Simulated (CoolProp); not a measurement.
A single-stage vapour-compression cycle with R236EA: evaporating at 318.15 K (dew point), condensing at 349.15 K (bubble point), superheat 5 K, subcooling 8 K, compressor efficiency 0.7, no pressure losses. Each further row changes one setting.

Values from CoolProp's reference Helmholtz-energy equation of state, Rui 2013.

```json
[
 {"case": "as stated", "cooling COP": "6.40", "pressure ratio": "2.31", "discharge temperature (K)": "351.5", "refrigerating effect (kJ/kg)": "119", "volumetric capacity (kJ/m³)": "2950"},
 {"case": "evaporating temperature 323.15 K", "cooling COP": "7.97", "pressure ratio": "2.00", "discharge temperature (K)": "351.9", "refrigerating effect (kJ/kg)": "122", "volumetric capacity (kJ/m³)": "3520"},
 {"case": "condensing temperature 344.15 K", "cooling COP": "7.90", "pressure ratio": "2.04", "discharge temperature (K)": "347.1", "refrigerating effect (kJ/kg)": "125", "volumetric capacity (kJ/m³)": "3120"},
 {"case": "subcooling 13 K", "cooling COP": "6.77", "pressure ratio": "2.31", "discharge temperature (K)": "351.5", "refrigerating effect (kJ/kg)": "125", "volumetric capacity (kJ/m³)": "3120"},
 {"case": "superheat 15 K", "cooling COP": "6.57", "pressure ratio": "2.31", "discharge temperature (K)": "361.3", "refrigerating effect (kJ/kg)": "128", "volumetric capacity (kJ/m³)": "3050"},
 {"case": "compressor efficiency 0.6", "cooling COP": "5.49", "pressure ratio": "2.31", "discharge temperature (K)": "354.4", "refrigerating effect (kJ/kg)": "119", "volumetric capacity (kJ/m³)": "2950"}
]
```
